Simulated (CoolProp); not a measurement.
The fluid at 232.41 K and 4.71 MPa flows at 0.054 m/s in a round tube of 1 mm bore and 15 µm roughness, fully developed (64/Re and Nu = 3.66 if laminar; Colebrook and Gnielinski if turbulent). The same conditions are run with several fluids, on thermodynamics alone (safety and materials aside).

Values from CoolProp's reference Helmholtz-energy equation of state of each fluid (n-pentane: Thol 2019; propylene: Lemmon 2013; n-nonane: Lemmon 2006; ethane: Bücker 2006; CH2F2 (R32): Tillner-Roth 1997).

Rank n-pentane, propylene, n-nonane, ethane, CH2F2 (R32) by Reynolds number, highest first.

ethane (259), CH2F2 (R32) (240), propylene (173), n-pentane (99.9), n-nonane (15.8)

```
fluid        Darcy friction factor  pressure drop (Pa/m)  heat-transfer coefficient (W/(m² K))  mass flow (kg/h)
-----------  ---------------------  --------------------  ------------------------------------  ----------------
n-pentane                    0.640                   641                                   509             0.105
propylene                    0.369                   327                                   531            0.0927
n-nonane                      4.04                  4530                                   548             0.117
ethane                       0.247                   175                                   471            0.0741
CH2F2 (R32)                  0.267                   464                                   687             0.182
```

Transport values come from each fluid's own correlations; those of n-pentane, propylene, CH2F2 (R32) are estimates that may be off by 10 % or more.
